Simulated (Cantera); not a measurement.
An adiabatic, constant-volume homogeneous reactor starts with 3.45 % CH₄, 20.3 % O₂, 76.3 % N₂, at 1773 K and 3000000 Pa.

Computed with Cantera and GRI-Mech 3.0 (53 species, 325 reactions). The pressure lies above the range GRI-Mech 3.0 was tuned for (to about 10 atm).

Q: Predict: time of steepest temperature rise; temperature at 0.400 s; equilibrium temperature; x(O₂) at 0.400 s; x(CO₂) at 0.400 s.

A: 
```
Property                                                          Result
---------------------------------  -------------------------------------
time of steepest temperature rise                                7.15 µs
temperature at 0.400 s                                            2590 K
equilibrium temperature                                           2590 K
x(O₂) at 0.400 s                     0.122 (gas-phase equilibrium 0.122)
x(CO₂) at 0.400 s                  0.0336 (gas-phase equilibrium 0.0336)
```
